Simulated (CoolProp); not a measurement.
The fluid at 494.33 K and 0.593 MPa flows at 0.2 m/s in a round tube of 100 mm bore and 45 µm roughness, fully developed (64/Re and Nu = 3.66 if laminar; Colebrook and Gnielinski if turbulent). The same conditions are run with several fluids, on thermodynamics alone (safety and materials aside).

Computed with CoolProp (reference Helmholtz-energy equation of state of each fluid (ethane: Bücker 2006; R22: Kamei 1995; methanol: de Reuck 1993; n-heptane: Span 2003)).

```csv
fluid,Reynolds number,Darcy friction factor,pressure drop (Pa/m),heat-transfer coefficient (W/(m² K)),mass flow (kg/h)
ethane,5940,0.0362,0.0316,10.2,24.7
R22,11300,0.0306,0.0775,9.04,71.6
methanol,5910,0.0362,0.0344,7.90,26.9
n-heptane,33000,0.0242,0.0791,28.6,92.4
```

Transport values come from each fluid's own correlations; those of R22 are estimates that may be off by 10 % or more.
